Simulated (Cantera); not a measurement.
An adiabatic, constant-volume homogeneous reactor starts with H2 : O2 : N2 = 1 : 0.312 : 1.17 (molar parts), at 950 K and 1.00 bar. Integrator tolerance rtol = 1e-08.

Cantera simulation using GRI-Mech 3.0 (53 species, 325 reactions); the numbers are that mechanism's predictions, not measurements.

Task: What does this change do: initial temperature 950 to 1750 K?

Result: 
```tsv
quantity	before	after
time of steepest temperature rise	8.44 ms	6.63 µs
temperature at 8.00 s	2863 K	3041 K
equilibrium temperature	2863 K	3041 K
x(H2) at 8.00 s	0.167 (gas-phase equilibrium 0.167)	0.166 (gas-phase equilibrium 0.166)
x(O2) at 8.00 s	0.000719 (gas-phase equilibrium 0.000719)	0.00314 (gas-phase equilibrium 0.00314)
x(HO2) at 8.00 s	9.62e-7 (gas-phase equilibrium 9.62e-7)	3.31e-6 (gas-phase equilibrium 3.31e-6)
x(NO) at 8.00 s	0.00192 (gas-phase equilibrium 0.00192)	0.00494 (gas-phase equilibrium 0.00494)
x(H2O2) at 8.00 s	1.63e-7 (gas-phase equilibrium 1.63e-7)	2.98e-7 (gas-phase equilibrium 2.98e-7)
x(OH) at 8.00 s	0.0120 (gas-phase equilibrium 0.0120)	0.0272 (gas-phase equilibrium 0.0272)
```
Above 3000 K some thermodynamic fits are extrapolated.

Task: What does this change do: pressure from 1.00 bar to 17.0 bar?

Result: 
```json
[
 {"quantity": "time of steepest temperature rise", "before": "8.44 ms", "after": "16.0 ms"},
 {"quantity": "temperature at 8.00 s", "before": "2863 K", "after": "3040 K"},
 {"quantity": "equilibrium temperature", "before": "2863 K", "after": "3040 K"},
 {"quantity": "x(H2) at 8.00 s", "before": "0.167 (gas-phase equilibrium 0.167)", "after": "0.171 (gas-phase equilibrium 0.171)"},
 {"quantity": "x(O2) at 8.00 s", "before": "0.000719 (gas-phase equilibrium 0.000719)", "after": "0.000145 (gas-phase equilibrium 0.000145)"},
 {"quantity": "x(HO2) at 8.00 s", "before": "9.62e-7 (gas-phase equilibrium 9.62e-7)", "after": "8.51e-7 (gas-phase equilibrium 8.51e-7)"},
 {"quantity": "x(NO) at 8.00 s", "before": "0.00192 (gas-phase equilibrium 0.00192)", "after": "0.00109 (gas-phase equilibrium 0.00109)"},
 {"quantity": "x(H2O2) at 8.00 s", "before": "1.63e-7 (gas-phase equilibrium 1.63e-7)", "after": "4.26e-7 (gas-phase equilibrium 4.26e-7)"},
 {"quantity": "x(OH) at 8.00 s", "before": "0.0120 (gas-phase equilibrium 0.0120)", "after": "0.00594 (gas-phase equilibrium 0.00594)"}
]
```
The hydrogen kinetics of GRI-Mech 3.0 are dated; newer H2 mechanisms differ, most at raised pressure. The pressure lies above the range GRI-Mech 3.0 was tuned for (to about 10 atm). Above 3000 K some thermodynamic fits are extrapolated.

Task: What does this change do: pressure from 1.00 bar to 9.90 bar?

Result: 
```csv
quantity,before,after
time of steepest temperature rise,8.44 ms,22.0 ms
temperature at 8.00 s,2863 K,3013 K
equilibrium temperature,2863 K,3013 K
x(H2) at 8.00 s,0.167 (gas-phase equilibrium 0.167),0.170 (gas-phase equilibrium 0.170)
x(O2) at 8.00 s,0.000719 (gas-phase equilibrium 0.000719),0.000208 (gas-phase equilibrium 0.000208)
x(HO2) at 8.00 s,9.62e-7 (gas-phase equilibrium 9.62e-7),9.22e-7 (gas-phase equilibrium 9.22e-7)
x(NO) at 8.00 s,0.00192 (gas-phase equilibrium 0.00192),0.00126 (gas-phase equilibrium 0.00126)
x(H2O2) at 8.00 s,1.63e-7 (gas-phase equilibrium 1.63e-7),3.70e-7 (gas-phase equilibrium 3.70e-7)
x(OH) at 8.00 s,0.0120 (gas-phase equilibrium 0.0120),0.00701 (gas-phase equilibrium 0.00701)
```
The hydrogen kinetics of GRI-Mech 3.0 are dated; newer H2 mechanisms differ, most at raised pressure. Above 3000 K some thermodynamic fits are extrapolated.
